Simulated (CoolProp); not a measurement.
Properties of tetrahydrofuran along the isobar 0.537 MPa (Tc = 267.0 °C, pc = 5.304 MPa, ω = 0.234).

The numbers come from the reference Helmholtz-energy equation of state, Fiedler 2023 in CoolProp.

| T (°C) | phase | cp (kJ/(kg K)) | speed of sound (m/s) |
|---|---|---|---|
| -24.35 | liquid | 1.569 | 1521 |
| 7.05 | liquid | 1.661 | 1367 |
| 38.45 | liquid | 1.773 | 1216 |
| 69.95 | liquid | 1.900 | 1069 |
| 101.35 | liquid | 2.038 | 929.1 |
| 132.75 | gas | 1.580 | 206.9 |
| 164.15 | gas | 1.683 | 218.3 |
| 195.65 | gas | 1.787 | 228.6 |
| 227.05 | gas | 1.888 | 238.0 |
